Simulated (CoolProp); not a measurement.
Values from CoolProp's reference Helmholtz-energy equation of state, Outcalt 1996. It is a modified Benedict-Webb-Rubin equation, recast in Helmholtz form.

**Question.** For R152A, give the phase and the speed of sound (m/s) at 180.15 °C and 0.118 MPa.

**Answer.** 
- 180.15 °C and 0.118 MPa: gas; speed of sound 250
